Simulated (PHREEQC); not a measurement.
Synthetic water in mmol/kgw, 20 °C, pH 5.94, pe 12.6:

```json
[
 {"constituent": "Na", "mmol/kgw": "1.28"},
 {"constituent": "K", "mmol/kgw": "3.14"},
 {"constituent": "Ca", "mmol/kgw": "4.01"},
 {"constituent": "Mg", "mmol/kgw": "0.552"},
 {"constituent": "Cl", "mmol/kgw": "6.2"},
 {"constituent": "S(6)", "mmol/kgw": "3.06"},
 {"constituent": "Alkalinity (meq/kgw)", "mmol/kgw": "1.85"},
 {"constituent": "Sr", "mmol/kgw": "0.0086"},
 {"constituent": "Br", "mmol/kgw": "0.00264"}
]
```

Valence states are taken as typed.

Equilibrium calculation in PHREEQC: ion-association model, phreeqc.dat.

Problem. The ionic strength comes out as 0.0190 mol/kgw. What activity coefficients do Sr+2, SO4-2, CaHCO3+, Ca+2, MgHCO3+ get?

Solution. Sr+2 0.60, SO4-2 0.59, CaHCO3+ 0.88, Ca+2 0.60, MgHCO3+ 0.87.

No solid was allowed to form.
